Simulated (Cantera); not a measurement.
Feed: 1 mol SiHCl3, 0.087 mol HCl, 41 mol N2, equilibrated at 950 °C and 190000 Pa.

Method: chemical equilibrium by Gibbs-energy minimisation in Cantera with the NASA 1993 tables (ideal gas, pure condensed phases). Candidate condensed phases: NH4Cl, Si, Si3N4; 28 gas species. N2 is the only nitrogen source here; it is nearly inert below about 1500 K, so the nitride shown seldom forms there in practice. The tables' values for SiCl3 are old estimates; treat these amounts as uncertain. Kinetics and transport are ignored.

Base state: N2 0.963, HCl 0.0220, SiCl4 0.0127, H2 0.00186, SiCl3 0.000100, SiHCl3 3.31e-5 (mole fractions); condensed: Si3N4(s).

Problem. What changes in the equilibrium state with this change: SiHCl3 replaced by Si2Cl6?

Solution. 
```json
[
 {"species": "N2", "before": "0.963", "after": "0.962"},
 {"species": "SiCl4", "before": "0.0127", "after": "0.0353"},
 {"species": "HCl", "before": "0.0220", "after": "0.00203"},
 {"species": "H2", "before": "0.00186", "after": "9.52e-6"},
 {"species": "SiHCl3", "before": "3.31e-5", "after": "5.11e-6"},
 {"species": "SiCl3", "before": "0.000100", "after": "0.000216"},
 {"species": "SiCl2", "before": "6.32e-6", "after": "1.06e-5"},
 {"species": "Si3N4(s), mol", "before": "0.153", "after": "0.166"}
]
```
The feed counts by its element totals alone.
